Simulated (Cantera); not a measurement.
Mixture: CH₄ : CO : O₂ : N₂ = 1 : 0.36 : 1.15 : 4.31 (molar parts), at 750 Torr, adiabatic and at constant volume. Ignition delay is the time to a rise of 400 K.

Computed with Cantera and GRI-Mech 3.0 (53 species, 325 reactions).

```
quantity                                                before       after
--------------------------------------------------  ----------  ----------
delay at 1050 K                                         1.09 s      1.53 s
delay at 1150 K                                        0.188 s     0.257 s
delay at 1250 K                                        39.5 ms     52.7 ms
delay at 1350 K                                        9.70 ms     12.7 ms
apparent activation energy between 1300 and 1400 K  200 kJ/mol  200 kJ/mol
```

**Question.** Name the change that produced these shifts.
A) pressure from 750 Torr to 345 Torr
B) pressure from 750 Torr to 510 Torr
C) constant pressure in place of constant volume
D) pressure from 750 Torr to 4950 Torr

**Answer.** B, pressure from 750 Torr to 510 Torr
